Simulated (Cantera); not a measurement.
Moist CO burnout

An isothermal, constant-pressure homogeneous reactor starts with 0.0651 % CO, 0.464 % O2, 0.848 % H2O, 98.6 % N2, at 1400 K and 1000000 Pa.

Cantera simulation using GRI-Mech 3.0 (53 species, 325 reactions); the numbers are that mechanism's predictions, not measurements.

```csv
t (s),x CO,x O2,x H2O,x H2O2,x OH,x HO2
1.00e-6,0.000651,0.00464,0.00848,<1e-12,1.31e-11,1.21e-11
2.82e-6,0.000651,0.00464,0.00848,<1e-12,4.13e-11,3.40e-11
7.95e-6,0.000651,0.00464,0.00848,<1e-12,1.48e-10,9.50e-11
2.24e-5,0.000651,0.00464,0.00848,<1e-12,6.25e-10,2.75e-10
6.31e-5,0.000651,0.00464,0.00848,1.31e-12,2.98e-9,9.73e-10
0.000178,0.000651,0.00464,0.00848,9.29e-12,2.21e-8,6.72e-9
0.000502,0.000649,0.00463,0.00848,6.88e-10,1.24e-6,3.45e-7
0.00141,0.000425,0.00452,0.00846,2.78e-8,2.23e-5,1.89e-6
0.00399,0.000111,0.00436,0.00847,1.10e-8,1.44e-5,6.24e-7
0.0112,1.33e-5,0.00432,0.00848,2.83e-9,7.34e-6,9.03e-8
0.0317,7.81e-7,0.00431,0.00848,6.30e-10,3.44e-6,9.59e-9
0.0893,1.59e-8,0.00431,0.00848,2.30e-10,2.07e-6,2.86e-9
0.252,3.10e-9,0.00431,0.00848,1.97e-10,1.91e-6,2.54e-9
0.710,3.10e-9,0.00431,0.00848,1.97e-10,1.91e-6,2.54e-9
2.00,3.10e-9,0.00431,0.00848,1.97e-10,1.91e-6,2.54e-9
```
x: mole fraction; the columns are a selection and need not sum to one.

Equilibrium at this temperature and pressure: CO 3.12e-9, O2 0.00425, H2O 0.00848, H2O2 1.96e-10, OH 1.91e-6, HO2 2.51e-9 (gas phase only).
